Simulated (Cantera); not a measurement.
Input: 1 mol FeS, 23 mol H2, held at 1098.15 K and 23.0 mbar.

Equilibrium computed with Cantera from the NASA thermochemical tables; the gas is ideal and each condensed phase is pure. Candidate condensed phases: Fe, FeS, FeS2, S; 8 gas species. Mutual solubility and eutectic melting of coexisting phases are not modelled. FeS: taken at fixed stoichiometry. The numbers say what is thermodynamically allowed, not how fast it happens.

Base state: H2 0.998, H2S 0.00225 (mole fractions); condensed: Fe(α) + FeS(s).

**Question.** What changes in the equilibrium state with this change: FeS replaced by CuO?

**Answer.** 
| species | before | after |
|---|---|---|
| H2 | 0.998 | 0.957 |
| H2O | 0 | 0.0435 |
| H2S | 0.00225 | 0 |
| Fe(α), mol | 0.0518 | 0 |
| FeS(s), mol | 0.948 | 0 |
| Cu(s), mol | 0 | 1.000 |
Further candidate phases: Cu, CuO, Cu(OH)2, Cu2O, H2O.

**Question.** What changes in the equilibrium state with this change: FeS replaced by Fe2O3?

**Answer.** 
```tsv
species	before	after
H2	0.998	0.870
H2O	0	0.130
H2S	0.00225	0
Fe(α), mol	0.0518	2.00
FeS(s), mol	0.948	0
```
Further candidate phases: FeO, Fe(OH)2, Fe(OH)3, Fe2O3, Fe3O4, H2O.
